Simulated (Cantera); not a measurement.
A perfectly stirred reactor is fed with 5.38 % CH₄, 19.9 % O₂, 74.7 % N₂, equivalence ratio 0.54, at 3750 Torr; it is adiabatic with a 550 K inlet, and is followed from long to short residence time, starting on the burning branch (τ in s: 0.16, 0.066, 0.027, 0.011, 0.0047, 0.0019, 0.0008, 0.00033, 0.00014, 5.6e-05, 2.3e-05, 9.5e-06, 3.9e-06).

Detailed kinetics in Cantera: GRI-Mech 3.0 (53 species, 325 reactions).

**Question.** Predict: blow-out, bracketed by the residence times tried; x(CH₄) at τ = 0.160 s; x(O₂) at τ = 0.160 s; x(CO) at τ = 0.160 s; x(N₂O) at τ = 0.160 s; x(CH₄) at τ = 0.800 ms; x(O₂) at τ = 0.800 ms; x(CO) at τ = 0.800 ms; x(N₂O) at τ = 0.800 ms.

**Answer.** 
* **blow-out, bracketed by the residence times tried**: burning at 0.330 ms, out at 0.140 ms
* **x(CH₄) at τ = 0.160 s**: 4.70e-6
* **x(O₂) at τ = 0.160 s**: 0.0913
* **x(CO) at τ = 0.160 s**: 7.07e-5
* **x(N₂O) at τ = 0.160 s**: 4.52e-7
* **x(CH₄) at τ = 0.800 ms**: 0.000210
* **x(O₂) at τ = 0.800 ms**: 0.0930
* **x(CO) at τ = 0.800 ms**: 0.00330
* **x(N₂O) at τ = 0.800 ms**: 2.13e-6
